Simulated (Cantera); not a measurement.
Feed: 1 mol C2H6, 2.3 mol CO2, 0.72 mol N2, at 525 K and 0.100 bar.

Cantera equilibrium calculation (NASA polynomials, part measured and part estimated; ideal gas, pure solids and liquids). Candidate condensed phases: C, C6H6, C7H8, C8H18, H2O; 136 gas species. Equilibrium is a limit: real reactors are often held back by kinetics, nucleation or transport.

Base state: H2O 0.474, CO2 0.265, N2 0.157, CH4 0.0764, H2 0.0278, CO 0.000179, NH3 3.28e-5 (mole fractions); condensed: C(graphite).

Question: What changes in the equilibrium state with this change: CO2 from 2.3 to 4.2 mol?

Answer: 
| species | before | after |
|---|---|---|
| CO2 | 0.265 | 0.455 |
| H2O | 0.474 | 0.387 |
| N2 | 0.157 | 0.111 |
| CH4 | 0.0764 | 0.0296 |
| H2 | 0.0278 | 0.0173 |
| NH3 | 3.28e-5 | 1.36e-5 |
| CO | 0.000179 | 0.000234 |
| C(graphite), mol | 2.74 | 3.06 |
